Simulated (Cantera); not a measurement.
A perfectly stirred reactor is fed with 1.45 % CH4, 85.5 % H2, 8.46 % H, 4.62 % H2O, at 100.0 Torr; it is held at 2100 K, and followed from long to short residence time.

Model: GRI-Mech 3.0 (53 species, 325 reactions), integrated in Cantera.

Problem. Predict: x(CH4) at τ = 9.40 s; x(H2) at τ = 9.40 s; x(H) at τ = 9.40 s; x(C2H2) at τ = 9.40 s; x(CH4) at τ = 0.160 s; x(H2) at τ = 0.160 s; x(H) at τ = 0.160 s; x(C2H6) at τ = 0.160 s; x(C2H2) at τ = 0.160 s.

Solution. 
* **x(CH4) at τ = 9.40 s**: 4.63e-5
* **x(H2) at τ = 9.40 s**: 0.945
* **x(H) at τ = 9.40 s**: 0.00856
* **x(C2H2) at τ = 9.40 s**: 3.00e-6
* **x(CH4) at τ = 0.160 s**: 0.000877
* **x(H2) at τ = 0.160 s**: 0.941
* **x(H) at τ = 0.160 s**: 0.0102
* **x(C2H6) at τ = 0.160 s**: 1.40e-8
* **x(C2H2) at τ = 0.160 s**: 0.000945
